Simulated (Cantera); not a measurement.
Feed: 1 mol borazine, 0.38 mol O2, 3.7 mol H2O, equilibrated at 2250 K and 13.0 mbar.

Equilibrium computed with Cantera from the NASA thermochemical tables; the gas is ideal and each condensed phase is pure. Candidate condensed phases: B, BN, B2O3, B3O3H3, H2O; 39 gas species. The feed counts by its element totals alone. Equilibrium is a limit: real reactors are often held back by kinetics, nucleation or transport.

Base state: H2 0.568, N2 0.147, HBO2 0.0679, B2O3 0.0635, H 0.0491, BO 0.0432, HBO 0.0429, H2O 0.0108 (mole fractions); condensed: gas only.

**Question.** What changes in the equilibrium state with this change: borazine replaced by B2H6?

**Answer.** 
```json
[
 {"species": "H2", "before": "0.568", "after": "0.619"},
 {"species": "HBO2", "before": "0.0679", "after": "0.160"},
 {"species": "H2O", "before": "0.0108", "after": "0.112"},
 {"species": "N2", "before": "0.147", "after": "0"},
 {"species": "BO", "before": "0.0432", "after": "0.0102"},
 {"species": "HBO", "before": "0.0429", "after": "0.0106"},
 {"species": "B2O3", "before": "0.0635", "after": "0.0339"},
 {"species": "H", "before": "0.0491", "after": "0.0512"},
 {"species": "B2O2", "before": "0.00633", "after": "0.000355"},
 {"species": "OH", "before": "0.000140", "after": "0.00139"}
]
```

**Question.** What changes in the equilibrium state with this change: temperature from 2250 K to 1748.15 K?

**Answer.** 
```tsv
species	before	after
H2	0.568	0.643
N2	0.147	0.154
B2O3	0.0635	0.0989
H	0.0491	0.00161
BO	0.0432	0.00186
H2O	0.0108	0.00166
B2O2	0.00633	0.0101
HBO2	0.0679	0.0497
HBO	0.0429	0.0393
OH	0.000140	2.43e-7
BO2	0.00106	8.84e-6
```
